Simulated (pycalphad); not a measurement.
Computed with pycalphad from the COST 507 light-alloy database (1999), at 1 atm. These are 1990s assessments: newer ones move some temperatures and phases.

How does the equilibrium phase assembly of Al-0.64Si (at.%) change on cooling from 1577 °C to 227 °C?


```tsv
T (°C)	phases above	phases below
656.4	LIQUID	FCC_A1 + LIQUID
622.9	FCC_A1 + LIQUID	FCC_A1
482.2	FCC_A1	DIAMOND_A4 + FCC_A1
```
Changes were sought between steps of 50 K, so a narrower field can be missed.

FCC_A1 is fcc; DIAMOND_A4 is diamond (Si).
